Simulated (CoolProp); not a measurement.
Computed with CoolProp (reference Helmholtz-energy equation of state, Guder 2009).

Problem. For sulfur hexafluoride, give the phase and the viscosity (µPa s) at -30.45 °C and 0.101 MPa; -5.75 °C and 0.101 MPa.

Solution. 
- -30.45 °C and 0.101 MPa: gas; viscosity 12.7
- -5.75 °C and 0.101 MPa: gas; viscosity 13.8

Viscosity comes from a separate model (Quiñones-Cisneros 2012).
